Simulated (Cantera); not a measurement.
**Aluminium nitride and oxide growth: AlCl3 + O2 + N2**

Charge: 1 mol AlCl3, 13 mol O2, 2 mol N2, equilibrated at 0.398 Torr.

These are equilibrium values from Cantera (NASA tables, ideal gas, pure condensed phases), not measurements of a reactor. Candidate condensed phases: Al, AlCl3, AlN, Al2O3; 24 gas species. Equilibrium is a limit: real reactors are often held back by kinetics, nucleation or transport.

```
T (K)   x O2    x Cl   x N2     x Cl2       x O      x NO    x ClO   x AlOCl  n Al2O3(s)
-----  -----  ------  -----  --------  --------  --------  -------  --------  ----------
1050   0.774  0.0103  0.126    0.0896   2.55e-8   4.06e-5  1.14e-5    <1e-12       0.500
1150   0.765  0.0331  0.125    0.0771   3.16e-7   9.97e-5  2.90e-5  1.06e-12       0.500
1250   0.747  0.0778  0.122    0.0526   2.60e-6  0.000209  5.55e-5  4.95e-11       0.500
1350   0.727   0.129  0.119    0.0244   1.56e-5  0.000391  7.71e-5   1.04e-9       0.500
1450   0.715   0.159  0.117   0.00791   7.38e-5  0.000674  8.15e-5   1.13e-8       0.500
1550   0.711   0.170  0.116   0.00233  0.000287   0.00109  7.61e-5   7.90e-8       0.500
1650   0.709   0.172  0.115  0.000734  0.000947   0.00167  6.90e-5   4.17e-7       0.500
1750   0.707   0.173  0.115  0.000258   0.00273   0.00244  6.25e-5   1.79e-6       0.500
1850   0.703   0.173  0.114  0.000101   0.00702   0.00341  5.69e-5   6.48e-6       0.500
1950   0.694   0.172  0.113   4.28e-5    0.0163   0.00457  5.18e-5   2.04e-5       0.500
2050   0.677   0.171  0.111   1.95e-5    0.0348   0.00590  4.71e-5   5.70e-5       0.499
```
x: gas mole fraction; n: condensed amount in mol.

From 1050 K to 2050 K the condensed part is Al2O3(s). The main Al-bearing gas is AlCl3 at 1050 K and AlOCl at 2050 K.
